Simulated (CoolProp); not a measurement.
Vapour-liquid equilibrium of R125 (1) + cyclopropane (2) at 29.45 °C; x and y are mole fractions of (1).

Computed with CoolProp (multi-fluid Helmholtz-energy mixture model, Lemmon 2005 and Polt 1992; pair parameters Bell 2016). This equation is an older, rougher fit; its heat capacities, sound speeds and derivatives of the liquid may be far off and weren't checked against measurements.

| x | bubble pressure (MPa) | y at the bubble point | dew pressure at overall composition x (MPa) | liquid density (mol/L) |
|---|---|---|---|---|
| 0.05 | 0.9693 | 0.175 | 0.8551 | 14.18 |
| 0.2 | 1.268 | 0.415 | 0.9956 | ? |
| 0.35 | 1.425 | 0.526 | 1.176 | 12.21 |
| 0.5 | 1.521 | 0.608 | ? | 11.40 |
| 0.65 | 1.580 | 0.693 | 1.555 | 10.73 |
| 0.8 | 1.602 | ? | 1.602 | ? |
| 0.95 | 1.571 | 0.941 | 1.568 | 9.792 |

Q: What belongs in the gaps?

A: 
- 0.2, liquid density (mol/L): 13.14
- 0.5, dew pressure at overall composition x (MPa): 1.390
- 0.8, y at the bubble point: 0.799
- 0.8, liquid density (mol/L): 10.20

y crosses x between x = 0.65 and 0.8: the model has an azeotrope there.

Pair parameters are fitted to limited data, so mixtures are less certain than the pure fluids.
